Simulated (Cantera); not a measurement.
Input: 1 mol Pb, 0.001 mol O2, 41 mol N2, at 13.3 mbar.

Cantera equilibrium calculation (NASA polynomials, part measured and part estimated; ideal gas, pure solids and liquids). Candidate condensed phases: Pb, PbO, PbO2, Pb3O4; 12 gas species. Equilibrium is a limit: real reactors are often held back by kinetics, nucleation or transport.

Task: Which condensed phases are stable at each of these points (T (K)): 625, 775, 925, 1075, 1225, 1375, 1525, 1675, 1825, 1975?

Result: 
```json
[
 {"T (K)": "625", "condensed phases": "Pb(l) + PbO(red)", "Pb condensed (%)": "100.0"},
 {"T (K)": "775", "condensed phases": "Pb(l) + PbO(yellow)", "Pb condensed (%)": "100.0"},
 {"T (K)": "925", "condensed phases": "Pb(l) + PbO(yellow)", "Pb condensed (%)": "99.2"},
 {"T (K)": "1075", "condensed phases": "Pb(l)", "Pb condensed (%)": "76.3"},
 {"T (K)": "1225", "condensed phases": "gas only", "Pb condensed (%)": "0.0"},
 {"T (K)": "1375", "condensed phases": "gas only", "Pb condensed (%)": "0.0"},
 {"T (K)": "1525", "condensed phases": "gas only", "Pb condensed (%)": "0.0"},
 {"T (K)": "1675", "condensed phases": "gas only", "Pb condensed (%)": "0.0"},
 {"T (K)": "1825", "condensed phases": "gas only", "Pb condensed (%)": "0.0"},
 {"T (K)": "1975", "condensed phases": "gas only", "Pb condensed (%)": "0.0"}
]
```

At 625 K the condensed part is Pb(l) + PbO(red). From 775 K to 925 K the condensed part is Pb(l) + PbO(yellow). At 1075 K the condensed part is Pb(l). From 1225 K to 1975 K nothing is condensed.
